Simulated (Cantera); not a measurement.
**Premixed flame**

A freely propagating, adiabatic, planar premixed flame of CH4 : C2H6 : O2 : N2 = 1 : 0.79 : 3.4 : 12.8 (molar parts), equivalence ratio 1.4, unburnt at 375 K and 150 Torr; mixture-averaged transport, grid criteria slope 0.08 and curve 0.16, no radiation.

Computed with Cantera and GRI-Mech 3.0 (53 species, 325 reactions). Burning velocities carry a grid error of a few per cent, more on coarse grids.

```
z (mm)  T (K)  u (m/s)     x CH4    x C2H6      x O2   x CH2CO     x NO     x HO2
------  -----  -------  --------  --------  --------  --------  -------  --------
-5.91     375    0.509    0.0554    0.0438     0.189     <1e-8    <1e-8   4.97e-8
-3.94     378    0.516    0.0551    0.0436     0.187   7.23e-8    <1e-8   1.04e-6
-2.96     390    0.535    0.0544    0.0433     0.186   5.42e-7  1.93e-8   5.22e-6
-1.97     493    0.687    0.0510    0.0414     0.176   1.38e-5  2.95e-7   5.54e-5
-0.985    990     1.43    0.0366    0.0271     0.130  0.000247  3.93e-6  0.000138
-0.493   1393     2.06    0.0229    0.0103    0.0847  0.000611  8.46e-6  0.000133
0        1733     2.61   0.00790  0.000617    0.0390  0.000458  1.59e-5   4.97e-5
0.493    1897     2.87   0.00128   4.87e-6    0.0135   7.83e-5  2.77e-5   5.67e-6
0.985    1946     2.94  0.000155   4.84e-8   0.00436   9.03e-6  4.03e-5   6.11e-7
1.97     1966     2.96   3.38e-6     <1e-8  0.000814   3.88e-7  5.70e-5   8.90e-8
3.94     1974     2.96   1.76e-8     <1e-8  0.000422     <1e-8  7.03e-5   5.53e-8
7.88     1983     2.97     <1e-8     <1e-8  0.000350     <1e-8  7.64e-5   4.72e-8
15.8     1996     2.99     <1e-8     <1e-8  0.000262     <1e-8  7.84e-5   3.69e-8
```
x: mole fraction of selected species; z is measured from the peak of heat release.

The laminar burning velocity is 50.8 cm/s and the thermal thickness comes out as 1.97 mm. The peak x(CH2CO) is 0.000669, the peak x(HO2) is 0.000139 and the grid points comes out as 147.
